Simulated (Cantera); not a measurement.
Cantera run, input and output.

```python
import numpy as np
import cantera as ct

gas = ct.Solution("h2o2.yaml")
gas.TPX = 475, 140000, {'H2': 1, 'O2': 0.208, 'N2': 0.875, 'H2O': 0.18}
flame = ct.FreeFlame(gas, width=0.032)
flame.set_refine_criteria(ratio=3, slope=0.08, curve=0.16)
flame.transport_model = "mixture-averaged"
flame.solve(loglevel=0, auto=True)
z, T = flame.grid, flame.T
thick = (T[-1] - T[0]) / np.gradient(T, z).max()
show = ['H2', 'O2', 'H2O', 'H', 'H2O2', 'HO2']
print(f"laminar burning velocity  {flame.velocity[0] * 100:.3f} cm/s")
print(f"burnt temperature         {T[-1]:.1f} K")
print(f"thermal thickness         {thick * 1e3:.4f} mm")
print(f"grid points               {len(z)}")
z0 = z[flame.heat_release_rate.argmax()]
print(f"{'z/mm':>9s}{'T/K':>9s}{'u/(m/s)':>9s}" + "".join(f"{s:>11s}" for s in show))
rows = []
for k in (-3, -2, -1.5, -1, -0.5, -0.25, 0, 0.25, 0.5, 1, 2, 4, 8):
    zz = z0 + k * thick
    rows.append([k * thick, np.interp(zz, z, T), np.interp(zz, z, flame.velocity),
                 *(np.interp(zz, z, flame.X[gas.species_index(s)]) for s in show)])
    print(f"{rows[-1][0] * 1e3:9.3f}{rows[-1][1]:9.1f}{rows[-1][2]:9.3f}" + "".join(f"{x:11.3e}" for x in rows[-1][3:]))
```

It prints:

```
laminar burning velocity  428.341 cm/s
burnt temperature         1849.5 K
thermal thickness         0.2540 mm
grid points               110
     z/mm      T/K  u/(m/s)         H2         O2        H2O          H       H2O2        HO2
   -0.762    475.0    4.283  4.419e-01  9.191e-02  7.954e-02  1.402e-14  1.624e-12  5.175e-11
   -0.508    475.0    4.283  4.419e-01  9.192e-02  7.954e-02  1.028e-12  1.155e-10  3.482e-09
   -0.381    475.1    4.284  4.418e-01  9.193e-02  7.955e-02  1.370e-11  1.641e-09  4.832e-08
   -0.254    475.8    4.287  4.413e-01  9.201e-02  7.964e-02  9.564e-10  4.591e-08  1.311e-06
   -0.127    518.8    4.617  4.326e-01  9.248e-02  8.247e-02  4.600e-05  1.525e-05  3.067e-04
   -0.064    750.2    6.511  4.044e-01  8.591e-02  1.046e-01  2.529e-03  3.870e-05  3.491e-04
    0.000   1083.7    9.198  3.538e-01  6.478e-02  1.550e-01  1.503e-02  9.057e-06  1.418e-04
    0.064   1330.7   11.198  3.000e-01  3.310e-02  2.179e-01  3.287e-02  1.355e-06  5.777e-05
    0.127   1462.7   12.277  2.696e-01  1.192e-02  2.585e-01  4.236e-02  6.822e-07  1.934e-05
    0.254   1568.7   13.112  2.583e-01  1.341e-03  2.799e-01  4.136e-02  3.667e-07  2.031e-06
    0.508   1651.4   13.729  2.630e-01  1.114e-04  2.840e-01  3.185e-02  2.231e-07  1.854e-07
    1.016   1723.5   14.254  2.693e-01  3.977e-05  2.860e-01  2.180e-02  1.180e-07  7.637e-08
    2.032   1778.1   14.643  2.742e-01  1.717e-05  2.876e-01  1.379e-02  5.437e-08  3.635e-08
```

Computed with Cantera and the H2/O2 subset of GRI-Mech 3.0, which has no nitrogen chemistry. Burning velocities carry a grid error of a few per cent, more on coarse grids.
